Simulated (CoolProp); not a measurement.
trans-2-butene at 383.39 K and 8.44 MPa is throttled through a valve to 5.03 MPa with no heat exchange. Each further row changes one setting.

Model: reference Helmholtz-energy equation of state, Lemmon 2005, in CoolProp. It is a short technical equation, of lower accuracy than the large ones.

| case | temperature change (K) | final phase | final density (kg/m³) |
|---|---|---|---|
| as stated | -0.6 | liquid | 492 |
| outlet pressure 1.51 MPa | -10.2 | two-phase, vapour fraction 0.089 | 236 |
| outlet pressure 6.54 MPa | -0.2 | liquid | 498 |
